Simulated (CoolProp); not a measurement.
Saturation properties of isohexane (Tc = 224.6 °C, pc = 3.043 MPa, ω = 0.280).

The numbers come from the reference Helmholtz-energy equation of state, Lemmon 2006 in CoolProp. It is a short technical equation, of lower accuracy than the large ones.

```tsv
T (°C)	p (MPa)	vapour density (kg/m³)	enthalpy of vaporisation (kJ/kg)	liquid cp (kJ/(kg K))	surface tension (mN/m)
72.75	0.1485	4.751	313.7	2.478	12.2
83.65	0.2020	6.367	305.0	2.538	11.1
94.65	0.2699	8.408	295.8	2.601	10.1
105.55	0.3529	10.91	286.2	2.666	9.10
116.45	0.4539	13.99	275.8	2.736	8.11
127.45	0.5765	17.80	264.6	2.810	7.14
138.35	0.7208	22.40	252.6	2.892	6.19
149.25	0.8905	28.04	239.4	2.983	5.27
160.25	1.090	35.05	224.8	3.089	4.36
171.15	1.320	43.73	208.5	3.219	3.50
182.05	1.584	54.77	189.8	3.390	2.66
192.95	1.887	69.34	167.8	3.644	1.87
```

It boils at 60.2 °C under 1 atm.

Surface tension comes from a separate correlation (Mulero 2012).
